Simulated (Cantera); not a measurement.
Input (Python, Cantera) and output of one run.

```python
import numpy as np
import cantera as ct

gas_names = """
    AL ALH ALN AL2 H H2 N NH NH2 NH3 N2 N2H2 N2H4
""".split()
cond_names = """
    AL(cr) AL(L) ALN(s)
""".split()


# ... load() reads the species with a 1 bar reference pressure and builds the phases ...
atoms = {
    'Al': {'AL': 1},
    'NH3': {'N': 1, 'H': 3},
    'N2': {'N': 2},
}
top_T = {'ALN(s)': 2750}  # K; cautious upper limits of use, not melting points


# ... equilibrate(T, P, feed) seeds the gas with the atoms and calls Mixture.equilibrate('TP', solver="vcs", rtol=1e-11, max_steps=5000) ...
results = []
feed = {'Al': 1, 'NH3': 0.27, 'N2': 4.7}  # mol
T = 1025  # K
P = 2400000  # Pa
mix = equilibrate(T, P, feed)
results.append((T, P, feed, dict(zip(mix.species_names, mix.species_moles))))
x = sorted(zip(gas.X, gas.species_names), reverse=True)
print(f"T = {T:g} K  P = {P:g} Pa  gas = {mix.phase_moles(0):.4g} mol")
print("   x: " + "  ".join(f"{s} {v:.3e}" for v, s in x if v > 0.0001))
print("   condensed (mol): " + ("  ".join(f"{mix.phase(i).name} {mix.phase_moles(i):.4g}"
      for i in range(1, mix.n_phases) if mix.phase_moles(i) > 1e-12) or "none"))
```

It prints:

```
T = 1025 K  P = 2.4e+06 Pa  gas = 4.739 mol
   x: N2 9.147e-01  H2 8.504e-02  NH3 2.819e-04
   condensed (mol): ALN(s) 1
```

Cantera equilibrium calculation (NASA polynomials, part measured and part estimated; ideal gas, pure solids and liquids).
